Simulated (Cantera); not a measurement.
Feed: 1 mol SiCl4, 1.4 mol O2, 5 mol N2, equilibrated at 1248.15 K and 0.00360 bar.

Method: chemical equilibrium by Gibbs-energy minimisation in Cantera with the NASA 1993 tables (ideal gas, pure condensed phases). Candidate condensed phases: Si, SiO2, Si2N2O, Si3N4; 23 gas species. The tables hold silica as quartz up to 1696 K and as liquid above; real silica turns to tridymite and cristobalite and melts near 1996 K. Rates play no part.

### Question
What is the equilibrium state?

### Answer
| Quantity | Value |
|---|---|
| x(N2) | 0.655 |
| x(Cl2) | 0.231 |
| x(Cl) | 0.0614 |
| x(O2) | 0.0523 |
| x(NO) | 0.000127 |
| x(ClO) | 3.03e-5 |
| n(SiO2(β-quartz)) | 1.00 mol |
| gas amount | 7.635 mol |
| log10 activity of Si(s) (absent) | -25.02 |
